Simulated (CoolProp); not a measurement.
Vapour-liquid equilibrium of dimethyl ether (1) + R236FA (2) at 45.05 °C; x and y are mole fractions of (1).

Model: multi-fluid Helmholtz-energy mixture model, Wu 2011 and Pan 2012; pair parameters Bell 2016, in CoolProp.

```tsv
x	bubble pressure, mixture model (MPa)	bubble pressure, Raoult's law (MPa)	y, mixture model	y, Raoult's law
0.05	0.5089	0.5317	0.054	0.095
0.15	0.5175	0.5823	0.172	0.261
0.25	0.5332	0.6329	0.300	0.400
0.35	0.5583	0.6835	0.433	0.518
0.45	0.5951	0.7340	0.566	0.621
0.55	0.6454	0.7846	0.688	0.710
0.65	0.7099	0.8352	0.793	0.788
0.75	0.7874	0.8857	0.877	0.857
0.85	0.8748	0.9363	0.940	0.919
0.95	0.9667	0.9869	0.984	0.974
```

The largest gap from Raoult's law is -18.9 % in bubble pressure, at x = 0.45. No azeotrope shows between x = 0.05 and 0.95.

Pair parameters are fitted to limited data, so mixtures are less certain than the pure fluids.
